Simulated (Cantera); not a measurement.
Thermodynamics of silicon carbide growth, feed (CH₃)₂SiCl₂ + HCl + H₂

Feed: 1 mol (CH₃)₂SiCl₂, 2.2 mol HCl, a varied amount of H₂, equilibrated at 2548 K and 13300 Pa.

Method: chemical equilibrium by Gibbs-energy minimisation in Cantera with the NASA 1993 tables (ideal gas, pure condensed phases). Candidate condensed phases: C, C₆H₆, C₇H₈, C₈H₁₈, Si, SiC; 109 gas species. The feed counts by its element totals alone. The tables' values for SiCl are old estimates; treat these amounts as uncertain. Gases not in the tables: Si₂H₆ and higher silanes. Rates play no part.

From 160 mol H₂ to 1700 mol H₂ nothing is condensed. The main Si-bearing gas is Si throughout.

```tsv
n(H₂) (mol)	log p H₂	log p H	log p HCl	log p C₂H₂ (acetylene)	log p Si
160	-0.93	-1.97	-2.52	-3.17	-3.25
200	-0.92	-1.97	-2.62	-3.26	-3.32
250	-0.92	-1.97	-2.71	-3.34	-3.40
310	-0.92	-1.97	-2.80	-3.43	-3.48
380	-0.92	-1.97	-2.89	-3.51	-3.56
470	-0.92	-1.97	-2.98	-3.60	-3.65
580	-0.92	-1.97	-3.07	-3.68	-3.73
720	-0.92	-1.97	-3.16	-3.77	-3.82
900	-0.91	-1.97	-3.25	-3.87	-3.91
1100	-0.91	-1.97	-3.34	-3.95	-3.99
1400	-0.91	-1.97	-3.44	-4.06	-4.10
1700	-0.91	-1.97	-3.53	-4.14	-4.18
```
log p: log10 of the partial pressure in bar; nothing condenses.
